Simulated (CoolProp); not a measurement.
C2F6 (R116) at 261.78 K and 9.56 MPa is throttled through a valve to 0.814 MPa with no heat exchange. Each further row changes one setting.

The numbers come from the reference Helmholtz-energy equation of state, Lemmon 2006 in CoolProp. It is a short technical equation, of lower accuracy than the large ones.

```json
[
 {"case": "as stated", "temperature change (K)": "___", "final phase": "___", "final density (kg/m³)": "___"},
 {"case": "outlet pressure 0.244 MPa", "temperature change (K)": "-48.6", "final phase": "___", "final density (kg/m³)": "43.1"},
 {"case": "outlet pressure 1.06 MPa", "temperature change (K)": "___", "final phase": "___", "final density (kg/m³)": "___"}
]
```

**Question.** What belongs in the gaps?

**Answer.** 
- as stated, temperature change (K): -16.6
- as stated, final phase: two-phase, vapour fraction 0.198
- as stated, final density (kg/m³): 287
- outlet pressure 0.244 MPa, final phase: two-phase, vapour fraction 0.474
- outlet pressure 1.06 MPa, temperature change (K): -8.2
- outlet pressure 1.06 MPa, final phase: two-phase, vapour fraction 0.098
- outlet pressure 1.06 MPa, final density (kg/m³): 564
